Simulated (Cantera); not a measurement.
An adiabatic, constant-pressure homogeneous reactor starts with 24.9 % CH₃OH, 15.0 % O₂, 56.4 % N₂, 3.74 % CO₂, equivalence ratio 2.5, at 1325 K and 19.0 bar.

Computed with Cantera and GRI-Mech 3.0 (53 species, 325 reactions). GRI-Mech 3.0 was tuned for natural gas; its chemistry of methanol as a main component is partial and can be far from experiment. The pressure lies above the range GRI-Mech 3.0 was tuned for (to about 10 atm).

Problem. Predict: time of steepest temperature rise; temperature at 1.00 s; equilibrium temperature; x(O₂) at 1.00 s; x(CO₂) at 1.00 s; x(CH₃) at 1.00 s; x(OH) at 1.00 s.

Solution. 
```json
{
  "time_of_steepest_temperature_rise": "0.116 ms",
  "temperature at 1.00 s": "2248 K",
  "equilibrium_temperature": "2248 K",
  "x(O₂) at 1.00 s": "2.11e-7 (gas-phase equilibrium 2.11e-7)",
  "x(CO₂) at 1.00 s": "0.0409 (gas-phase equilibrium 0.0409)",
  "x(CH₃) at 1.00 s": "1.02e-9 (gas-phase equilibrium 1.13e-9)",
  "x(OH) at 1.00 s": "0.000132 (gas-phase equilibrium 0.000132)"
}
```
